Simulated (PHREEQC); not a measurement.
0.25 g of hydrous ferric oxide (600 m²/g; 0.2 weak and 0.005 strong sites per Fe, Dzombak-Morel constants, diffuse double layer) in 1 kg of water with 0.1 mol/kgw of an inert sodium salt and 0.0042 mmol/kgw Ag2SO4 and 0.009 mmol/kgw MnCl2, at 25 °C; the pH is set by adding NaOH or the inert anion's acid. No oxygen is let in. CO2 from the air is kept out. Precipitation was switched off in this run.

The numbers come from PHREEQC with the ion-association model, wateq4f.dat.

Predict S sorbed (%), Ag sorbed (%) at pH = 3, 11.


```csv
pH,S sorbed (%),Ag sorbed (%)
3,98.6,0.0
11,0.0,99.8
```

The oxide is taken as insoluble; below pH 4 it would dissolve.
